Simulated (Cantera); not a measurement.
An adiabatic, constant-pressure homogeneous reactor starts with CH4 : O2 : N2 = 1 : 0.833 : 3.13 (molar parts), at 1648 K and 10.0 bar. Integrator tolerance rtol = 1e-08.

Cantera simulation using GRI-Mech 3.0 (53 species, 325 reactions); the numbers are that mechanism's predictions, not measurements.

### Question
What does this change do: constant volume in place of constant pressure?

### Answer
```json
[
 {"quantity": "time of steepest temperature rise", "before": "73.2 µs", "after": "65.2 µs"},
 {"quantity": "temperature at 0.300 s", "before": "2473 K", "after": "2751 K"},
 {"quantity": "equilibrium temperature", "before": "2473 K", "after": "2751 K"},
 {"quantity": "x(CH4) at 0.300 s", "before": "6.46e-9 (gas-phase equilibrium 7.28e-9)", "after": "9.52e-9 (gas-phase equilibrium 1.07e-8)"},
 {"quantity": "x(O2) at 0.300 s", "before": "5.09e-7 (gas-phase equilibrium 5.09e-7)", "after": "3.02e-6 (gas-phase equilibrium 3.02e-6)"},
 {"quantity": "x(NO) at 0.300 s", "before": "2.75e-5 (gas-phase equilibrium 2.75e-5)", "after": "0.000105 (gas-phase equilibrium 0.000105)"},
 {"quantity": "x(C2H) at 0.300 s", "before": "<1e-12 (gas-phase equilibrium <1e-12)", "after": "<1e-12 (gas-phase equilibrium <1e-12)"},
 {"quantity": "x(N2O) at 0.300 s", "before": "3.89e-9 (gas-phase equilibrium 3.89e-9)", "after": "2.14e-8 (gas-phase equilibrium 2.14e-8)"},
 {"quantity": "x(H2O) at 0.300 s", "before": "0.0974 (gas-phase equilibrium 0.0974)", "after": "0.0975 (gas-phase equilibrium 0.0975)"},
 {"quantity": "x(CH2) at 0.300 s", "before": "4.18e-11 (gas-phase equilibrium 4.68e-11)", "after": "2.91e-10 (gas-phase equilibrium 3.22e-10)"}
]
```
